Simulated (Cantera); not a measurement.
## Equilibrium for carbothermic reduction: Fe2O3 + CH4 + CO

Input: 1 mol Fe2O3, 4.2 mol CH4, 0.016 mol CO, held at 615 Torr.

Method: chemical equilibrium by Gibbs-energy minimisation in Cantera with the NASA 1993 tables (ideal gas, pure condensed phases). Candidate condensed phases: C, C6H6, C7H8, C8H18, Fe, Fe(CO)5, FeO, Fe(OH)2, Fe(OH)3, Fe2O3, Fe3O4, H2O; 114 gas species. Iron dissolves carbon and melts from about 1420 K in contact with it, which pure phases cannot show. Condensed phases not in the tables: cementite and carbon dissolved in iron. The numbers say what is thermodynamically allowed, not how fast it happens.

From 1698 K to 1798 K the condensed part is C(graphite) + Fe(δ). From 1848 K to 2098 K the condensed part is C(graphite) + Fe(l). The main Fe-bearing gas is Fe throughout.

```
T (K)   x H2   x CO       x H      x Fe  x C2H2 (acetylene)     x CH4    x H2O  n C(graphite)  n Fe(δ)  n Fe(l)
-----  -----  -----  --------  --------  ------------------  --------  -------  -------------  -------  -------
1698   0.735  0.264  0.000137   7.43e-6             5.30e-5  0.000489  7.77e-5           1.19     2.00        0
1748   0.735  0.264  0.000216   1.65e-5             8.30e-5  0.000407  5.92e-5           1.19     2.00        0
1798   0.735  0.264  0.000333   3.49e-5            0.000127  0.000343  4.58e-5           1.19     2.00        0
1848   0.735  0.264  0.000502   6.95e-5            0.000189  0.000292  3.60e-5           1.19        0     2.00
1898   0.734  0.264  0.000740  0.000133            0.000276  0.000250  2.86e-5           1.19        0     2.00
1948   0.734  0.264   0.00107  0.000244            0.000396  0.000216  2.30e-5           1.19        0     2.00
1998   0.733  0.264   0.00152  0.000435            0.000556  0.000188  1.87e-5           1.19        0     2.00
2048   0.732  0.264   0.00212  0.000752            0.000768  0.000165  1.54e-5           1.18        0     1.99
2098   0.731  0.264   0.00291   0.00127             0.00104  0.000145  1.28e-5           1.17        0     1.99
```
x: gas mole fraction; n: condensed amount in mol.
